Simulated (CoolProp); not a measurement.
Properties of ethane along the isobar 12.1 MPa.

Model: reference Helmholtz-energy equation of state, Bücker 2006, in CoolProp.

```tsv
T (°C)	phase	viscosity (µPa s)	conductivity (mW/(m K))
-71.35	liquid	151	162
-58.65	liquid	132	151
-45.95	liquid	116	141
-33.25	liquid	103	131
-20.45	liquid	90.6	121
-7.75	liquid	80.1	112
4.95	liquid	70.7	104
17.65	liquid	62.1	95.8
30.35	liquid	54.3	88.1
43.05	supercritical	47.0	80.8
55.75	supercritical	40.3	74.0
68.45	supercritical	34.1	67.8
81.15	supercritical	29.0	62.4
93.85	supercritical	25.2	58.2
106.55	supercritical	22.7	55.2
119.25	supercritical	21.2	53.4
```

Viscosity comes from a separate model (Friend 1991). Thermal conductivity comes from a separate model (Friend 1991).
